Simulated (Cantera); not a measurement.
Feed: 1 mol Nb2O5, 0.4 mol H2, 9.4 mol H2O, at 2000 K and 0.133 bar.

Cantera equilibrium calculation (NASA polynomials, part measured and part estimated; ideal gas, pure solids and liquids). Candidate condensed phases: H2O, Nb, NbO, NbO2, Nb2O5; 12 gas species. Condensed phases not in the tables: the oxides between NbO2 and Nb2O5. Rates play no part.

Base state: H2O 0.955, H2 0.0420, OH 0.00207, H 0.000913, O2 0.000323, O 3.29e-5 (mole fractions); condensed: Nb2O5(l).

Q: What changes in the equilibrium state with this change: temperature from 2000 K to 1700 K?

A: 
| species | before | after |
|---|---|---|
| H2O | 0.955 | 0.959 |
| H2 | 0.0420 | 0.0408 |
| OH | 0.00207 | 9.90e-5 |
| O | 3.29e-5 | 1.58e-7 |
| O2 | 0.000323 | 1.67e-6 |
| H | 0.000913 | 8.15e-5 |
| Nb2O5(l), mol | 1.000 | 0 |
| Nb2O5(s), mol | 0 | 1.00 |

Q: What changes in the equilibrium state with this change: pressure from 0.133 bar to 0.490 bar?

A: 
| species | before | after |
|---|---|---|
| H2O | 0.955 | 0.957 |
| H2 | 0.0420 | 0.0413 |
| OH | 0.00207 | 0.00109 |
| O | 3.29e-5 | 9.13e-6 |
| O2 | 0.000323 | 9.13e-5 |
| H | 0.000913 | 0.000472 |
| Nb2O5(l), mol | 1.000 | 1.000 |

Q: What changes in the equilibrium state with this change: H2 from 0.4 to 330 mol?

A: 
```tsv
species	before	after
H2	0.0420	0.965
H2O	0.955	0.0306
H	0.000913	0.00438
NbO2	2.87e-6	3.17e-5
O2	0.000323	<1e-9
O	3.29e-5	4.59e-8
OH	0.00207	1.38e-5
Nb2O5(l), mol	1.000	0
NbO2(s), mol	0	1.99
```
